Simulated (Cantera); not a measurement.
## Gas activation for diamond growth

An isothermal, constant-pressure homogeneous reactor starts with 1.24 % CH₄, 95.1 % H₂, 3.71 % H, at 2325 K and 0.0240 bar.

Detailed kinetics in Cantera: GRI-Mech 3.0 (53 species, 325 reactions). GRI-Mech 3.0 stops at C3 and has no aromatics, soot or wall deposition, so with more carbon than oxygen in the feed, carbon stays in small species such as C2H2 where larger ones or solid carbon would form. Radical loss at walls, strong at low pressure, is not modelled.

| t (s) | x CH₄ | x H₂ | x H | x CH₃ | x C₂H₆ | x C₂H |
|---|---|---|---|---|---|---|
| 8.00e-6 | 0.00845 | 0.955 | 0.0331 | 0.00381 | 3.08e-7 | 1.73e-9 |
| 2.20e-5 | 0.00750 | 0.956 | 0.0321 | 0.00455 | 7.59e-7 | 3.85e-8 |
| 6.02e-5 | 0.00717 | 0.956 | 0.0318 | 0.00439 | 7.44e-7 | 3.26e-7 |
| 0.000165 | 0.00651 | 0.957 | 0.0312 | 0.00391 | 6.04e-7 | 1.23e-6 |
| 0.000454 | 0.00519 | 0.959 | 0.0302 | 0.00302 | 3.75e-7 | 2.91e-6 |
| 0.00124 | 0.00331 | 0.962 | 0.0294 | 0.00188 | 1.49e-7 | 5.11e-6 |
| 0.00341 | 0.00156 | 0.963 | 0.0300 | 0.000904 | 3.38e-8 | 7.28e-6 |
| 0.00937 | 0.000545 | 0.961 | 0.0324 | 0.000342 | 4.41e-9 | 9.15e-6 |
| 0.0257 | 0.000155 | 0.957 | 0.0365 | 0.000110 | 3.92e-10 | 1.09e-5 |
| 0.0706 | 3.83e-5 | 0.951 | 0.0431 | 3.24e-5 | 2.74e-11 | 1.31e-5 |
| 0.194 | 9.95e-6 | 0.940 | 0.0541 | 1.07e-5 | 2.26e-12 | 1.66e-5 |
| 0.531 | 5.28e-6 | 0.928 | 0.0657 | 6.95e-6 | <1e-12 | 2.03e-5 |
| 1.46 | 4.76e-6 | 0.925 | 0.0688 | 6.58e-6 | <1e-12 | 2.13e-5 |
| 4.00 | 4.76e-6 | 0.925 | 0.0688 | 6.57e-6 | <1e-12 | 2.13e-5 |
x: mole fraction; the columns are a selection and need not sum to one.

Equilibrium at this temperature and pressure: CH₄ 4.80e-6, H₂ 0.925, H 0.0688, CH₃ 6.63e-6, C₂H₆ <1e-12, C₂H 2.13e-5 (gas phase only).
